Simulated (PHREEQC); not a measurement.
Consider water at 20 °C with 0.001 mol/kgw SrCl2. Closed to the air; pH follows from the charge balance.

All values are PHREEQC results (ion-association model, phreeqc.dat), not measurements.

```json
{
 "ionic_strength": "0.00300 mol/kgw",
 "specific_conductance": "227 µS/cm"
}
```

```tsv
species	molality	activity	log γ
Cl-	0.00200	0.00188	-0.026
Sr+2	0.00100	0.000793	-0.101
H+	8.79e-8	8.32e-8	-0.024
OH-	8.74e-8	8.23e-8	-0.026
```

This is a speciation only: nothing precipitates in the calculation. Species that the database lacks are ignored.
